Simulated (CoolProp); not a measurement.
Vapour pressure (MPa) of n-octane: the reference equation beside estimates from Tc = 568.7 K, pc = 2.484 MPa, ω = 0.398. Clausius-Clapeyron is anchored at 343 K with a constant enthalpy of vaporisation of 38.50 kJ/mol.

The numbers come from the reference Helmholtz-energy equation of state, Beckmüller 2019 in CoolProp.

| T (K) | reference | Clausius-Clapeyron | van der Waals | Soave-Redlich-Kwong |
|---|---|---|---|---|
| 333 | 0.01042 | 0.01052 | 0.1871 | 0.01023 |
| 338 | 0.01287 | 0.01292 | 0.2041 | 0.01265 |
| 343 | 0.01578 | 0.01578 | 0.2222 | 0.01552 |
| 348 | 0.01921 | 0.01916 | 0.2414 | 0.01892 |
| 353 | 0.02322 | 0.02313 | 0.2616 | 0.02290 |
| 358.1 | 0.02799 | 0.02788 | 0.2834 | 0.02765 |
| 363.1 | 0.03341 | 0.03332 | 0.3059 | 0.03305 |
| 368.1 | 0.03964 | 0.03962 | 0.3296 | 0.03928 |
| 373.1 | 0.04678 | 0.04689 | 0.3545 | 0.04642 |
| 378.1 | 0.05492 | 0.05526 | 0.3806 | 0.05457 |
| 383.1 | 0.06415 | 0.06483 | 0.4080 | 0.06383 |
| 388.1 | 0.07456 | 0.07576 | 0.4366 | 0.07430 |
| 393.1 | 0.08627 | 0.08817 | 0.4665 | 0.08609 |

Absolute difference from the reference over all 13 rows, mean and median: Clausius-Clapeyron 0.6 and 0.4 %, van der Waals 911.2 and 815.6 %, Soave-Redlich-Kwong 1.1 and 1.1 %.
